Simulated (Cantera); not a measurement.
An isothermal, constant-pressure homogeneous reactor starts with NH3 : N2 = 1 : 5.7 (molar parts), at 2100 K and 2670 Pa.

Model: the gas-phase N/H chemistry of the illustrative SiF4/NH3 mechanism in the Surface Chemkin manual (1991), integrated in Cantera. Walls and surfaces, which speed up NH3 decomposition in real reactors, are not modelled.

One state of this run: x NH3 = 3.38e-8; x N2 = 0.802; x N = 1.95e-8; x N2H4 = <1e-12; x H2 = 0.190; x NH2 = 4.48e-9. x: mole fraction; the columns are a selection and need not sum to one.

Problem. Which value of t (s) does it belong to?
(A) 7.95
(B) 0.0631
(C) 200
(D) 0.0126

Solution. C, 200
